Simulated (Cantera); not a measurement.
Input: 1 mol Ti, 4 mol CO₂, 1.6 mol CO, held at 427 °C and 3.00 mbar.

Method: chemical equilibrium by Gibbs-energy minimisation in Cantera with the NASA 1993 tables (ideal gas, pure condensed phases). Candidate condensed phases: C, Ti, TiC, TiO, TiO₂, Ti₂O₃, Ti₃O₅, Ti₄O₇; 15 gas species. The numbers say what is thermodynamically allowed, not how fast it happens.

Base state: CO₂ 0.751, CO 0.249 (mole fractions); condensed: C(graphite) + TiO₂(rutile).

Q: What changes in the equilibrium state with this change: temperature from 427 °C to 1727 °C?

A: 
```tsv
species	before	after
CO	0.249	0.643
CO₂	0.751	0.356
O₂	<1e-9	0.000179
TiO₂	<1e-9	7.20e-5
O	<1e-9	0.000163
C(graphite), mol	1.26	0
TiO₂(rutile), mol	1.00	1.000
```

Q: What changes in the equilibrium state with this change: Ti replaced by Pb?

A: 
| species | before | after |
|---|---|---|
| CO₂ | 0.751 | 0.751 |
| CO | 0.249 | 0.249 |
| C(graphite), mol | 1.26 | 0.117 |
| TiO₂(rutile), mol | 1.00 | 0 |
| Pb(l), mol | 0 | 1.000 |
Further candidate phases: Pb, PbO, PbO₂, Pb₃O₄.
